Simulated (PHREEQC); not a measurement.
A column of 0.2 m (30 cells, dispersivity 0.01 m, 3600 s a shift, diffusion coefficient 3e-10 m²/s) holds 0.0097 eq of the database's cation exchanger X per kg of pore water, first in equilibrium with 0.024 mol LiCl and 1e-05 mol HCl per kg of water. It is flushed with 0.00082 mol/kgw CdCl2, 0.009 mol/kgw SrCl2 and 1e-05 mol/kgw HCl, at 15 °C. Values are for the last cell. CO2 from the air is kept out. Nothing may precipitate in this run.

Base run: PHREEQC, ion-association model, phreeqc.dat. Each further column changes one thing. The table gives LiX on the exchanger (mol/kgw).

```json
[
 {"pore volumes": "0", "base": "0.00970", "exchange capacity from 0.0097 to 0.0049 eq/kgw": "0.00490", "dispersivity from 0.01 to 0.02 m": "0.00970"},
 {"pore volumes": "0.4167", "base": "0.00970", "exchange capacity from 0.0097 to 0.0049 eq/kgw": "0.00490", "dispersivity from 0.01 to 0.02 m": "0.00970"},
 {"pore volumes": "0.8167", "base": "0.00970", "exchange capacity from 0.0097 to 0.0049 eq/kgw": "0.00490", "dispersivity from 0.01 to 0.02 m": "0.00970"},
 {"pore volumes": "1.117", "base": "0.00970", "exchange capacity from 0.0097 to 0.0049 eq/kgw": "[?]", "dispersivity from 0.01 to 0.02 m": "0.00953"},
 {"pore volumes": "1.517", "base": "0.000238", "exchange capacity from 0.0097 to 0.0049 eq/kgw": "4.57e-5", "dispersivity from 0.01 to 0.02 m": "0.000257"},
 {"pore volumes": "1.917", "base": "3.20e-5", "exchange capacity from 0.0097 to 0.0049 eq/kgw": "[?]", "dispersivity from 0.01 to 0.02 m": "[?]"},
 {"pore volumes": "2.217", "base": "7.86e-6", "exchange capacity from 0.0097 to 0.0049 eq/kgw": "[?]", "dispersivity from 0.01 to 0.02 m": "[?]"},
 {"pore volumes": "2.617", "base": "1.21e-6", "exchange capacity from 0.0097 to 0.0049 eq/kgw": "2.97e-7", "dispersivity from 0.01 to 0.02 m": "9.95e-6"},
 {"pore volumes": "3.017", "base": "1.82e-7", "exchange capacity from 0.0097 to 0.0049 eq/kgw": "[?]", "dispersivity from 0.01 to 0.02 m": "3.26e-6"}
]
```

Question: Complete the blanks.

Answer: 
- 1.117, exchange capacity from 0.0097 to 0.0049 eq/kgw: 0.000332
- 1.917, exchange capacity from 0.0097 to 0.0049 eq/kgw: 7.64e-6
- 1.917, dispersivity from 0.01 to 0.02 m: 7.29e-5
- 2.217, exchange capacity from 0.0097 to 0.0049 eq/kgw: 1.94e-6
- 2.217, dispersivity from 0.01 to 0.02 m: 3.07e-5
- 3.017, exchange capacity from 0.0097 to 0.0049 eq/kgw: 4.41e-8
